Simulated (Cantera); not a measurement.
An isothermal, constant-pressure homogeneous reactor starts with N2O : O2 = 0.15 : 1.2 (molar parts), at 1450 K and 278 Torr.

Model: GRI-Mech 3.0 (53 species, 325 reactions), integrated in Cantera. GRI-Mech 3.0 was tuned for natural gas; its chemistry of N2O as a main component is partial and can be far from experiment. The temperature is held fixed by assumption; the heat of reaction is taken as removed at once.

### Question
Predict: x(N2O) at 200 s; x(O2) at 200 s; x(NO2) at 200 s; x(O) at 200 s; x(N2) at 200 s; x(NO) at 200 s.

### Answer
```
Property                                            Value
---------------  ----------------------------------------
x(N2O) at 200 s   1.28e-7 (gas-phase equilibrium 9.95e-9)
x(O2) at 200 s        0.885 (gas-phase equilibrium 0.894)
x(NO2) at 200 s  0.000157 (gas-phase equilibrium 5.64e-6)
x(O) at 200 s     3.13e-6 (gas-phase equilibrium 3.14e-6)
x(N2) at 200 s       0.0951 (gas-phase equilibrium 0.105)
x(NO) at 200 s    0.0202 (gas-phase equilibrium 0.000719)
```
